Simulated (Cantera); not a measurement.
## Si2Cl6 + NH3 + H2 (silicon nitride deposition)

Charge: 1 mol Si2Cl6, 5.6 mol NH3, 15 mol H2, equilibrated at 75.0 Torr.

These are equilibrium values from Cantera (NASA tables, ideal gas, pure condensed phases), not measurements of a reactor. Candidate condensed phases: NH4Cl, Si, Si3N4; 28 gas species. The feed counts by its element totals alone. The tables' values for SiCl3, SiCl, SiN are old estimates; treat these amounts as uncertain. Gases not in the tables: Si2H6 and higher silanes. Rates play no part.

```
T (K)   x H2  x HCl    x N2   x SiCl2   x SiCl4  n Si3N4(s)  n Si(l)
-----  -----  -----  ------  --------  --------  ----------  -------
825    0.745  0.193  0.0565  1.95e-10   0.00567       0.614        0
975    0.739  0.202  0.0549   8.58e-8   0.00328       0.636        0
1125   0.737  0.207  0.0542   7.08e-6   0.00211       0.646        0
1275   0.736  0.208  0.0540  0.000198   0.00145       0.647        0
1425   0.737  0.203  0.0556   0.00250  0.000945       0.625        0
1575   0.742  0.178  0.0630    0.0142  0.000394       0.514        0
1725   0.753  0.131  0.0769    0.0369   8.05e-5       0.300        0
1875   0.744  0.111  0.0958    0.0460   1.44e-5           0    0.623
2025   0.737  0.117  0.0955    0.0428   3.88e-6           0    0.688
```
x: gas mole fraction; n: condensed amount in mol.

From 825 K to 1725 K the condensed part is Si3N4(s). From 1875 K to 2025 K the condensed part is Si(l). The main Si-bearing gas is SiCl4 at 825 K and SiCl2 at 2025 K. The share of Si in condensed phases is highest at 1275 K (97.1 %) and lowest at 1875 K (31.2 %).
